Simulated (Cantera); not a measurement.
An isothermal, constant-pressure homogeneous reactor starts with NO : N2 = 1 : 3.2 (molar parts), at 1925 K and 51.8 Torr. Integrator tolerance rtol = 1e-08.

Computed with Cantera and GRI-Mech 3.0 (53 species, 325 reactions).

Problem. What does this change do: N2 3.2 to 5.7 parts?

Solution. 
| quantity | before | after |
|---|---|---|
| x(NO) at 100 s | 0.00655 (gas-phase equilibrium 0.00488) | 0.00604 (gas-phase equilibrium 0.00395) |
| x(N2) at 100 s | 0.877 (gas-phase equilibrium 0.878) | 0.922 (gas-phase equilibrium 0.923) |
| x(NO2) at 100 s | 2.50e-6 (gas-phase equilibrium 1.87e-6) | 1.82e-6 (gas-phase equilibrium 1.19e-6) |
| x(O2) at 100 s | 0.116 (gas-phase equilibrium 0.116) | 0.0714 (gas-phase equilibrium 0.0724) |
| x(N2O) at 100 s | 8.28e-8 (gas-phase equilibrium 7.66e-8) | 7.06e-8 (gas-phase equilibrium 6.35e-8) |

Problem. What does this change do: N2 3.2 to 1.5 parts?

Solution. 
```json
[
 {"quantity": "x(NO) at 100 s", "before": "0.00655 (gas-phase equilibrium 0.00488)", "after": "0.00745 (gas-phase equilibrium 0.00604)"},
 {"quantity": "x(N2) at 100 s", "before": "0.877 (gas-phase equilibrium 0.878)", "after": "0.796 (gas-phase equilibrium 0.797)"},
 {"quantity": "x(NO2) at 100 s", "before": "2.50e-6 (gas-phase equilibrium 1.87e-6)", "after": "3.71e-6 (gas-phase equilibrium 3.01e-6)"},
 {"quantity": "x(O2) at 100 s", "before": "0.116 (gas-phase equilibrium 0.116)", "after": "0.196 (gas-phase equilibrium 0.197)"},
 {"quantity": "x(N2O) at 100 s", "before": "8.28e-8 (gas-phase equilibrium 7.66e-8)", "after": "9.62e-8 (gas-phase equilibrium 9.03e-8)"}
]
```
